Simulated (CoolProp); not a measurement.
R1224YDZ along the isotherm 305.5 K: Z from the reference equation and from simpler models built on Tc = 428.7 K, pc = 33.34 bar, ω = 0.325; each cubic takes its own stable root.

The numbers come from the reference Helmholtz-energy equation of state, Akasaka 2023 in CoolProp.

| p (bar) | phase | reference |
|---|---|---|
| 1.85 | gas | 0.9286 |
| 3.7 | liquid | 0.01614 |
| 5.56 | liquid | 0.02424 |
| 7.41 | liquid | 0.03229 |
| 9.26 | liquid | 0.04033 |
| 11.1 | liquid | 0.04831 |
| 13 | liquid | 0.05655 |
| 14.8 | liquid | 0.06435 |
| 16.7 | liquid | 0.07257 |

Q: How far does each simpler model (van der Waals, Soave-Redlich-Kwong) lie from the reference over these 9 states: mean and median of the absolute difference, and the worst?

A: 
- van der Waals: mean 1061.1 %, median 70.4 %, worst +5609.4 % at 305.5 K and 3.7 bar
- Soave-Redlich-Kwong: mean 10.7 %, median 11.8 %, worst +12.0 % at 305.5 K and 3.7 bar

At some of these states van der Waals gives the other phase, because its saturation line lies elsewhere.
